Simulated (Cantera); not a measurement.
A closed system holds: 1 mol Fe2O3, 0.059 mol H2S, a varied amount of O2, at 0.133 bar.

Points: T (K) = 700, 750, 800, 850, 900, 950, 1000, 1050, 1100, 1150, 1200, 1250, 1300, 1350; n(O2) (mol) = 0.74, 0.93, 1.2, 1.5, 1.9, 2.3, 3.

Cantera's Mixture.equilibrate('TP', solver="vcs", rtol=1e-11, max_steps=5000) on the NASA tables stopped like this:

```
*******************************************************************************
CanteraError thrown by VCS_SOLVE::solve_tp_inner:
vcs_solve_TP: ERROR on step change wt[32:Fe2S3O12(s)]: -8.673617379884035e-19 < 0.0
*******************************************************************************
```

### Question
What got this run through?

### Answer
This is not unique; one that fits is The failure is numerical, not chemical. The same input converged with solver="gibbs", rtol=1e-10, max_steps=50000, and the result passed a check of the equilibrium conditions:
```
    700       0.74  Fe2O3(s) + Fe2S3O12(s)
    700       0.93  Fe2O3(s) + Fe2S3O12(s)
    700        1.2  Fe2O3(s) + Fe2S3O12(s)
    700        1.5  Fe2O3(s) + Fe2S3O12(s)
    700        1.9  Fe2O3(s) + Fe2S3O12(s)
    700        2.3  Fe2O3(s) + Fe2S3O12(s)
    700          3  Fe2O3(s) + Fe2S3O12(s)
    750       0.74  Fe2O3(s) + Fe2S3O12(s)
    750       0.93  Fe2O3(s) + Fe2S3O12(s)
    750        1.2  Fe2O3(s) + Fe2S3O12(s)
    750        1.5  Fe2O3(s) + Fe2S3O12(s)
    750        1.9  Fe2O3(s) + Fe2S3O12(s)
    750        2.3  Fe2O3(s) + Fe2S3O12(s)
    750          3  Fe2O3(s) + Fe2S3O12(s)
    800       0.74  Fe2O3(s) + Fe2S3O12(s)
    800       0.93  Fe2O3(s) + Fe2S3O12(s)
    800        1.2  Fe2O3(s) + Fe2S3O12(s)
    800        1.5  Fe2O3(s) + Fe2S3O12(s)
    800        1.9  Fe2O3(s) + Fe2S3O12(s)
    800        2.3  Fe2O3(s) + Fe2S3O12(s)
    800          3  Fe2O3(s) + Fe2S3O12(s)
    850       0.74  Fe2O3(s) + Fe2S3O12(s)
    850       0.93  Fe2O3(s) + Fe2S3O12(s)
    850        1.2  Fe2O3(s)
    850        1.5  Fe2O3(s)
    850        1.9  Fe2O3(s)
    850        2.3  Fe2O3(s)
    850          3  Fe2O3(s)
    900       0.74  Fe2O3(s)
    900       0.93  Fe2O3(s)
    900        1.2  Fe2O3(s)
    900        1.5  Fe2O3(s)
    900        1.9  Fe2O3(s)
    900        2.3  Fe2O3(s)
    900          3  Fe2O3(s)
    950       0.74  Fe2O3(s)
    950       0.93  Fe2O3(s)
    950        1.2  Fe2O3(s)
    950        1.5  Fe2O3(s)
    950        1.9  Fe2O3(s)
    950        2.3  Fe2O3(s)
    950          3  Fe2O3(s)
   1000       0.74  Fe2O3(s)
   1000       0.93  Fe2O3(s)
   1000        1.2  Fe2O3(s)
   1000        1.5  Fe2O3(s)
   1000        1.9  Fe2O3(s)
   1000        2.3  Fe2O3(s)
   1000          3  Fe2O3(s)
   1050       0.74  Fe2O3(s)
   1050       0.93  Fe2O3(s)
   1050        1.2  Fe2O3(s)
   1050        1.5  Fe2O3(s)
   1050        1.9  Fe2O3(s)
   1050        2.3  Fe2O3(s)
   1050          3  Fe2O3(s)
   1100       0.74  Fe2O3(s)
   1100       0.93  Fe2O3(s)
   1100        1.2  Fe2O3(s)
   1100        1.5  Fe2O3(s)
   1100        1.9  Fe2O3(s)
   1100        2.3  Fe2O3(s)
   1100          3  Fe2O3(s)
   1150       0.74  Fe2O3(s)
   1150       0.93  Fe2O3(s)
   1150        1.2  Fe2O3(s)
   1150        1.5  Fe2O3(s)
   1150        1.9  Fe2O3(s)
   1150        2.3  Fe2O3(s)
   1150          3  Fe2O3(s)
   1200       0.74  Fe2O3(s)
   1200       0.93  Fe2O3(s)
   1200        1.2  Fe2O3(s)
   1200        1.5  Fe2O3(s)
   1200        1.9  Fe2O3(s)
   1200        2.3  Fe2O3(s)
   1200          3  Fe2O3(s)
   1250       0.74  Fe2O3(s)
   1250       0.93  Fe2O3(s)
   1250        1.2  Fe2O3(s)
   1250        1.5  Fe2O3(s)
   1250        1.9  Fe2O3(s)
   1250        2.3  Fe2O3(s)
   1250          3  Fe2O3(s)
   1300       0.74  Fe2O3(s)
   1300       0.93  Fe2O3(s)
   1300        1.2  Fe2O3(s)
   1300        1.5  Fe2O3(s)
   1300        1.9  Fe2O3(s)
   1300        2.3  Fe2O3(s)
   1300          3  Fe2O3(s)
   1350       0.74  Fe2O3(s)
   1350       0.93  Fe2O3(s)
   1350        1.2  Fe2O3(s)
   1350        1.5  Fe2O3(s)
   1350        1.9  Fe2O3(s)
   1350        2.3  Fe2O3(s)
   1350          3  Fe2O3(s)
```

The gas is ideal and each condensed phase is pure.
